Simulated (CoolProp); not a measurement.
Vapour-liquid equilibrium of R13 (1) + propylene (2) at 211.1 K; x and y are mole fractions of (1).

The numbers come from the multi-fluid Helmholtz-energy mixture model, Platzer 1990 and Lemmon 2013; pair parameters Bell 2016 in CoolProp. This equation is an older, rougher fit; its heat capacities, sound speeds and derivatives of the liquid may be far off and weren't checked against measurements.

```json
[
 {"x": "0.05", "bubble pressure (kPa)": "72.89", "y at the bubble point": "0.341", "dew pressure at overall composition x (kPa)": "52.37", "liquid density (mol/L)": "14.85"},
 {"x": "0.2", "bubble pressure (kPa)": "125.5", "y at the bubble point": "0.661", "dew pressure at overall composition x (kPa)": "61.28", "liquid density (mol/L)": "14.66"},
 {"x": "0.35", "bubble pressure (kPa)": "161.2", "y at the bubble point": "0.768", "dew pressure at overall composition x (kPa)": "73.76", "liquid density (mol/L)": "14.47"},
 {"x": "0.5", "bubble pressure (kPa)": "187.2", "y at the bubble point": "0.828", "dew pressure at overall composition x (kPa)": "92.36", "liquid density (mol/L)": "14.29"},
 {"x": "0.65", "bubble pressure (kPa)": "208.7", "y at the bubble point": "0.874", "dew pressure at overall composition x (kPa)": "122.5", "liquid density (mol/L)": "14.12"},
 {"x": "0.8", "bubble pressure (kPa)": "228.9", "y at the bubble point": "0.920", "dew pressure at overall composition x (kPa)": "174.7", "liquid density (mol/L)": "13.97"},
 {"x": "0.95", "bubble pressure (kPa)": "249.6", "y at the bubble point": "0.977", "dew pressure at overall composition x (kPa)": "240.4", "liquid density (mol/L)": "13.85"}
]
```

No azeotrope shows between x = 0.05 and 0.95.

Pair parameters are fitted to limited data, so mixtures are less certain than the pure fluids.
